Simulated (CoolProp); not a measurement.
Model: reference Helmholtz-energy equation of state, Thol 2017, in CoolProp.

### Question
Give the vapour pressure (MPa), liquid density (kg/m³), liquid cp (kJ/(kg K)), surface tension (mN/m) of saturated octamethyltrisiloxane (MDM) at 360.1 K.

### Answer
```csv
T (K),p (MPa),liquid density (kg/m³),liquid cp (kJ/(kg K)),surface tension (mN/m)
360.1,0.0121,751,1.94,11.2
```

Surface tension comes from a separate correlation (Mulero 2014), older than this fluid's equation and unchecked against measurements.
